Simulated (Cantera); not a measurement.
Mixture: CH₄ : O₂ : N₂ : CO₂ = 1 : 3.51 : 13.2 : 1 (molar parts), at 26.0 bar, adiabatic and at constant pressure. Ignition delay is the time to a rise of 400 K.

Model: GRI-Mech 3.0 (53 species, 325 reactions), integrated in Cantera. The pressure lies above the range GRI-Mech 3.0 was tuned for (to about 10 atm).

Task: What does this change do: pressure from 26.0 bar to 10.0 bar?

Result: 
```tsv
quantity	before	after
delay at 1200 K	1.49 ms	3.97 ms
delay at 1250 K	0.824 ms	2.18 ms
delay at 1300 K	0.476 ms	1.23 ms
delay at 1350 K	0.285 ms	0.720 ms
delay at 1400 K	0.176 ms	0.431 ms
delay at 1450 K	0.111 ms	0.264 ms
delay at 1500 K	71.8 µs	0.166 ms
apparent activation energy between 1400 and 1500 K	160 kJ/mol	170 kJ/mol
```
